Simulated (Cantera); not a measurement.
A perfectly stirred reactor is fed with CH₄ : H₂ : O₂ = 0.0038 : 1 : 0.0098 (molar parts), equivalence ratio 52, at 10.00 Torr; it is held at 2300 K, and followed from long to short residence time.

Detailed kinetics in Cantera: GRI-Mech 3.0 (53 species, 325 reactions). Radical loss at walls, strong at low pressure, is not modelled.

What does this change do: 0.045 parts H2O added?


```tsv
quantity	before	after
x(CH₄) at τ = 1.40 s	1.00e-5	2.51e-6
x(H₂) at τ = 1.40 s	0.926	0.886
x(O₂) at τ = 1.40 s	5.35e-7	1.09e-6
x(C₂H₂) at τ = 1.40 s	2.09e-6	3.51e-8
x(H₂O₂) at τ = 1.40 s	2.80e-12	2.16e-11
x(CH₄) at τ = 94.0 ms	0.000387	0.000260
x(H₂) at τ = 94.0 ms	0.951	0.914
x(O₂) at τ = 94.0 ms	1.41e-5	1.55e-5
x(C₂H₂) at τ = 94.0 ms	0.000484	8.32e-5
x(H₂O₂) at τ = 94.0 ms	9.07e-11	1.56e-10
```

What does this change do: O2 0.0098 to 0.0011 parts?


```json
[
 {"quantity": "x(CH₄) at τ = 1.40 s", "before": "1.00e-5", "after": "4.85e-5"},
 {"quantity": "x(H₂) at τ = 1.40 s", "before": "0.926", "after": "0.943"},
 {"quantity": "x(O₂) at τ = 1.40 s", "before": "5.35e-7", "after": "5.69e-8"},
 {"quantity": "x(C₂H₂) at τ = 1.40 s", "before": "2.09e-6", "after": "0.000937"},
 {"quantity": "x(H₂O₂) at τ = 1.40 s", "before": "2.80e-12", "after": "<1e-12"},
 {"quantity": "x(CH₄) at τ = 94.0 ms", "before": "0.000387", "after": "0.000646"},
 {"quantity": "x(H₂) at τ = 94.0 ms", "before": "0.951", "after": "0.972"},
 {"quantity": "x(O₂) at τ = 94.0 ms", "before": "1.41e-5", "after": "1.99e-6"},
 {"quantity": "x(C₂H₂) at τ = 94.0 ms", "before": "0.000484", "after": "0.00126"},
 {"quantity": "x(H₂O₂) at τ = 94.0 ms", "before": "9.07e-11", "after": "1.32e-11"}
]
```
GRI-Mech 3.0 stops at C3 and has no aromatics, soot or wall deposition, so with more carbon than oxygen in the feed, carbon stays in small species such as C2H2 where larger ones or solid carbon would form.
